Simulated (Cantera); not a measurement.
Charge: 1 mol BF3, 11 mol N2, 2.6 mol H2, equilibrated at 1427 °C and 0.133 bar.

Equilibrium computed with Cantera from the NASA thermochemical tables; the gas is ideal and each condensed phase is pure. Candidate condensed phases: B, BN; 31 gas species. The tables' values for BF2 are old estimates; treat these amounts as uncertain. Equilibrium is a limit: real reactors are often held back by kinetics, nucleation or transport.

Base state: N2 0.750, H2 0.168, BF3 0.0596, HF 0.0191, BF2 0.00231, BHF2 0.00126, H 0.000165, BF 0.000127 (mole fractions); condensed: BN(s).

### Question
What changes in the equilibrium state with this change: BF3 replaced by borazine?

### Answer
| species | before | after |
|---|---|---|
| N2 | 0.750 | 0.663 |
| H2 | 0.168 | 0.337 |
| H | 0.000165 | 0.000234 |
| BF3 | 0.0596 | 0 |
| HF | 0.0191 | 0 |
| BF2 | 0.00231 | 0 |
| BHF2 | 0.00126 | 0 |
| BF | 0.000127 | 0 |
| BN(s), mol | 0.0744 | 3.00 |
The feed counts by its element totals alone.

### Question
What changes in the equilibrium state with this change: temperature from 1427 °C to 1125 °C?

### Answer
```tsv
species	before	after
N2	0.750	0.751
H2	0.168	0.171
BF3	0.0596	0.0635
HF	0.0191	0.0142
BF	0.000127	2.03e-7
BF2	0.00231	5.58e-5
H	0.000165	5.36e-6
BHF2	0.00126	0.000287
BN(s), mol	0.0744	0.0673
```
N2 is the only nitrogen source here; it is nearly inert below about 1500 K, so the nitride shown seldom forms there in practice.
